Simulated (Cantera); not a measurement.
Input (Python, Cantera) and output of one run.

```python
import numpy as np
import cantera as ct

gas_names = """
    F FO FO2 F2 F2O H HF HOF HO2 H2 H2F2 H2O H2O2 H3F3 H4F4 H5F5 H6F6 H7F7 O OH O2 O3 Si SiF SiF2 SiF3
    SiF4 SiH SiHF3 SiH2 SiH2F2 SiH3 SiH3F SiH4 SiO SiO2 Si2 Si3
""".split()
cond_names = """
    H2O(s) H2O(L) Si(cr) Si(L) SiO2(Lqz) SiO2(hqz) SiO2(L)
""".split()


# ... load() reads the species with a 1 bar reference pressure and builds the phases ...
atoms = {
    'SiO2': {'Si': 1, 'O': 2},
    'F2': {'F': 2},
    'H2': {'H': 2},
}
top_T = {}  # K; cautious upper limits of use, not melting points


# ... equilibrate(T, P, feed) seeds the gas with the atoms and calls Mixture.equilibrate('TP', solver="vcs", rtol=1e-11, max_steps=5000) ...
results = []
feed = {'SiO2': 1, 'F2': 0.57, 'H2': 49}  # mol
T = 773.15  # K
for P in [1, 10, 100, 1000, 10000, 100000]:
    mix = equilibrate(T, P, feed)
    results.append((T, P, feed, dict(zip(mix.species_names, mix.species_moles))))

top = {s: max(r[3][s] / sum(r[3][g] for g in gas_names) for r in results) for s in gas_names}
cols = sorted((s for s in top if top[s] > 1e-06), key=lambda s: -top[s])[:7]
seen = [c for c in cond_names if any(r[3].get(c, 0) > 1e-12 for r in results)]
print("log10 of partial pressures in bar; condensed amounts in mol")
print(f"{'P/Pa':>10s}" + "".join(f"{s[:9]:>10s}" for s in cols + seen))
for T, P, feed, n in results:
    ng = sum(n[g] for g in gas_names)
    print(f"{P:10.4g}" + "".join(f"{np.log10(max(n[s] / ng * P / 1e5, 1e-99)):10.3f}" for s in cols)
          + "".join(f"{n.get(c, 0):10.4g}" for c in seen))
```

It prints:

```
log10 of partial pressures in bar; condensed amounts in mol
      P/Pa        H2        HF       H2O      SiF4 SiO2(Lqz)
         1    -5.010    -6.675    -8.033    -8.334     0.977
        10    -4.010    -5.711    -6.748    -7.049    0.9558
       100    -3.009    -4.776    -5.502    -5.803    0.9221
      1000    -2.009    -3.880    -4.307    -4.608     0.878
     1e+04    -1.009    -3.025    -3.167    -3.468    0.8317
     1e+05    -0.008    -2.205    -2.074    -2.375    0.7919
```

Cantera equilibrium calculation (NASA polynomials, part measured and part estimated; ideal gas, pure solids and liquids).
